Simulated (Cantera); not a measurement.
What does this Cantera script print?

```python
import numpy as np
import cantera as ct

gas_names = [...]  # 113 gases of nasa_gas.yaml made of C, H, O, Ti
cond_names = """
    C(gr) C6H6(L) C7H8(L) C8H18(L),n-octa H2O(s) H2O(L) Ti(a) Ti(b) Ti(L) TiC(s) TiC(L) TiO(a) TiO(b)
    TiO(L) TiO2(ru) TiO2(L) Ti2O3(a) Ti2O3(b) Ti2O3(L) Ti3O5(a) Ti3O5(b) Ti3O5(L) Ti4O7(s) Ti4O7(L)
""".split()


# ... load() reads the species with a 1 bar reference pressure and builds the phases ...
atoms = {
    'TiO2': {'Ti': 1, 'O': 2},
    'C': {'C': 1},
    'H2': {'H': 2},
}
top_T = {'C(gr)': 4500}  # K; cautious upper limits of use, not melting points


# ... equilibrate(T, P, feed) seeds the gas with the atoms and calls Mixture.equilibrate('TP', solver="vcs", rtol=1e-11, max_steps=5000) ...
results = []
feed = {'TiO2': 1, 'C': 0.53, 'H2': 4.7}  # mol
P = 130000  # Pa
for T in [1050, 1075, 1100, 1125, 1150, 1175, 1200, 1225, 1250, 1275, 1300, 1325, 1350, 1375]:
    mix = equilibrate(T, P, feed)
    results.append((T, P, feed, dict(zip(mix.species_names, mix.species_moles))))

top = {s: max(r[3][s] / sum(r[3][g] for g in gas_names) for r in results) for s in gas_names}
cols = sorted((s for s in top if top[s] > 0.001), key=lambda s: -top[s])[:6]
seen = [c for c in cond_names if any(r[3].get(c, 0) > 1e-12 for r in results)]
print("log10 of partial pressures in bar; condensed amounts in mol")
print(f"{'T/K':>10s}" + "".join(f"{s[:9]:>10s}" for s in cols + seen))
for T, P, feed, n in results:
    ng = sum(n[g] for g in gas_names)
    print(f"{T:10.4g}" + "".join(f"{np.log10(max(n[s] / ng * P / 1e5, 1e-99)):10.3f}" for s in cols)
          + "".join(f"{n.get(c, 0):10.4g}" for c in seen))
```

It prints:

```
log10 of partial pressures in bar; condensed amounts in mol
       T/K        H2        CO       CH4       H2O     C(gr)  TiO2(ru)  Ti3O5(b)  Ti4O7(s)
      1050     0.084    -3.060    -1.073    -3.717    0.2402    0.9856         0  0.003611
      1075     0.090    -2.750    -1.166    -3.558    0.2893    0.9717         0  0.007078
      1100     0.094    -2.453    -1.258    -3.407    0.3256    0.9455         0   0.01363
      1125     0.096    -2.169    -1.348    -3.265    0.3484    0.8971         0   0.02573
      1150     0.097    -1.897    -1.437    -3.129    0.3552    0.8095         0   0.04763
      1175     0.096    -1.637    -1.527    -3.002      0.34    0.6536         0   0.08661
      1200     0.091    -1.388    -1.619    -2.882    0.2918    0.3797         0    0.1551
      1225     0.084    -1.187    -1.713    -2.809    0.2135         0         0      0.25
      1250     0.085    -1.185    -1.788    -2.922    0.2234         0         0      0.25
      1275     0.086    -1.184    -1.860    -3.031    0.2317         0         0      0.25
      1300     0.087    -1.184    -1.930    -3.137    0.2385         0         0      0.25
      1325     0.080    -1.066    -2.012    -3.128    0.1623         0    0.3333         0
      1350     0.081    -1.065    -2.077    -3.226    0.1668         0    0.3333         0
      1375     0.081    -1.065    -2.140    -3.321    0.1707         0    0.3333         0
```

Cantera equilibrium calculation (NASA polynomials, part measured and part estimated; ideal gas, pure solids and liquids). Mutual solubility and eutectic melting of coexisting phases are not modelled. Condensed phases not in the tables: Magnéli phases beyond Ti4O7.
